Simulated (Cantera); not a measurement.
A closed system holds: 1 mol Fe₂O₃, 1.6 mol CH₄, 0.58 mol CO, held at 0.0100 bar.

Method: chemical equilibrium by Gibbs-energy minimisation in Cantera with the NASA 1993 tables (ideal gas, pure condensed phases). Candidate condensed phases: C, C₆H₆, C₇H₈, C₈H₁₈, Fe, Fe(CO)₅, FeO, Fe(OH)₂, Fe(OH)₃, Fe₂O₃, Fe₃O₄, H₂O; 114 gas species. Each liquid is taken as pure. Mutual solubility and eutectic melting of coexisting phases are not modelled. The tables' stoichiometric FeO is somewhat more stable than real wüstite, so its field is too wide. FeO: taken at fixed stoichiometry. Rates play no part.

Problem. At 1652 °C, list the 5 most abundant gas species with their mole fractions, and the condensed phases.

Solution. H₂ 0.397, CO 0.359, H₂O 0.184, CO₂ 0.0387, Fe 0.0152. Condensed: Fe(l) + FeO(l).
